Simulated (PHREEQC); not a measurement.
Alkaline etch or developer: an equilibrium model

Make-up at 25 °C: 0.24 mol/kgw NaOH and 0.021 mol/kgw NaAlO2. Closed to the air; pH follows from the charge balance.

Equilibrium calculation in PHREEQC: ion-association model, wateq4f.dat.

Precipitation was switched off in this run.

Task: What pH, ionic strength, activity of water does the model give?

Result: pH 13.22; ionic strength 0.261 mol/kgw; activity of water 0.991.
